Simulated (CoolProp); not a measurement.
Values from CoolProp's reference Helmholtz-energy equation of state, Pan 2012.

Problem. For R236FA, give the phase and the cv (kJ/(kg K)), conductivity (mW/(m K)) at 298.1 K and 0.111 bar.

Solution. 
- 298.1 K and 0.111 bar: gas; cv 0.766, conductivity 12.6

Thermal conductivity comes from a separate model (Huber 2003), an estimate that may be off by 10 % or more.
